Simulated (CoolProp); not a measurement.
Properties of R134a at several states.

Model: reference Helmholtz-energy equation of state, Tillner-Roth 1994, in CoolProp.

```json
[
 {"T (K)": "193.5", "p (kPa)": "11.6", "phase": "liquid", "speed of sound (m/s)": "1000", "Prandtl number": "9.23", "fugacity coefficient": "0.3245"},
 {"T (K)": "417.7", "p (kPa)": "179", "phase": "gas", "speed of sound (m/s)": "190.6", "Prandtl number": "0.743", "fugacity coefficient": "0.9896"},
 {"T (K)": "435.9", "p (kPa)": "18.6", "phase": "gas", "speed of sound (m/s)": "196.0", "Prandtl number": "0.741", "fugacity coefficient": "0.9991"},
 {"T (K)": "350.5", "p (kPa)": "3480", "phase": "liquid", "speed of sound (m/s)": "282.0", "Prandtl number": "3.03", "fugacity coefficient": "0.5401"}
]
```

Viscosity comes from a separate model (Huber 2003), an estimate that may be off by 10 % or more. Thermal conductivity comes from a separate model (McLinden 2000), an estimate that may be off by 10 % or more.
